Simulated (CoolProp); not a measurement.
The fluid at 293.15 K and 0.00487 MPa (gas) is heated at constant pressure to 478 K. The same conditions are run with several fluids, on thermodynamics alone (safety and materials aside).

Model: reference Helmholtz-energy equation of state of each fluid (benzene: Thol 2012; isobutane: Bücker 2006; isohexane: Lemmon 2006), in CoolProp.

```
fluid      heat (kJ/kg)  final density (kg/m³)
---------  ------------  ---------------------
benzene             257                 0.0958
isobutane           383                 0.0712
isohexane           381                  0.106
```
